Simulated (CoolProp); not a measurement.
Vapour pressure (kPa) of carbon dioxide: the reference equation beside estimates from Tc = 304.1 K, pc = 7377 kPa, ω = 0.224. Clausius-Clapeyron is anchored at 233.2 K with a constant enthalpy of vaporisation of 14.19 kJ/mol.

Computed with CoolProp (reference Helmholtz-energy equation of state, Span 1996).

```
T (K)  reference  Lee-Kesler  Clausius-Clapeyron  van der Waals  Redlich-Kwong  Soave-Redlich-Kwong  Peng-Robinson
-----  ---------  ----------  ------------------  -------------  -------------  -------------------  -------------
222.4      661.8       662.7               705.4           1841          923.0                662.6          657.7
233.2       1006        1006                1006           2318           1331                 1008          997.8
244.1       1474        1472                1395           2871           1857                 1479           1461
254.9       2078        2072                1876           3496           2504                 2090           2063
265.8       2854        2843                2469           4206           3297                 2876           2842
276.6       3814        3799                3172           4991           4234                 3849           3810
287.5       5008        4994                4007           5869           5343                 5052           5016
298.3       6456        6454                4968           6825           6615                 6490           6472
```

Absolute difference from the reference over all 8 rows, mean and median: Lee-Kesler 0.2 and 0.2 %, Clausius-Clapeyron 11.9 and 11.6 %, van der Waals 71.6 and 57.8 %, Redlich-Kwong 19.2 and 18.0 %, Soave-Redlich-Kwong 0.5 and 0.6 %, Peng-Robinson 0.5 and 0.5 %.
